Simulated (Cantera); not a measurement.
A freely propagating, adiabatic, planar premixed flame of CH₄ : O₂ : N₂ = 1 : 2.82 : 10.6 (molar parts), equivalence ratio 0.71, unburnt at 675 K and 105 Torr; mixture-averaged transport, grid criteria slope 0.08 and curve 0.16, no radiation.

Detailed kinetics in Cantera: GRI-Mech 3.0 (53 species, 325 reactions). Burning velocities carry a grid error of a few per cent, more on coarse grids.

**Question.** How do the results move with these cheaper or finer settings: unity-Lewis-number transport; multicomponent transport; multicomponent+Soret transport; grid criteria slope 0.5, curve 1; grid criteria slope 0.25, curve 0.5; grid criteria slope 0.03, curve 0.06?

**Answer.** 
```tsv
setting	laminar burning velocity	thermal thickness	peak x(C₂H₂)	peak x(OH)	grid points
as above	191 cm/s	2.05 mm	2.06e-5	0.00979	145
unity-Lewis-number transport	135 cm/s	2.26 mm	1.21e-5	0.00981	137
multicomponent transport	191 cm/s	2.07 mm	2.10e-5	0.00980	145
multicomponent+Soret transport	188 cm/s	2.06 mm	1.97e-5	0.00976	145
grid criteria slope 0.5, curve 1	211 cm/s	2.35 mm	2.01e-5	0.0101	44
grid criteria slope 0.25, curve 0.5	199 cm/s	2.17 mm	2.06e-5	0.00994	64
grid criteria slope 0.03, curve 0.06	188 cm/s	2.02 mm	2.06e-5	0.00971	343
```
The base run took roughly 60 core-seconds.
Unity Lewis numbers drop preferential diffusion, which matters most where H2 and H carry the flame; Soret adds thermal diffusion.
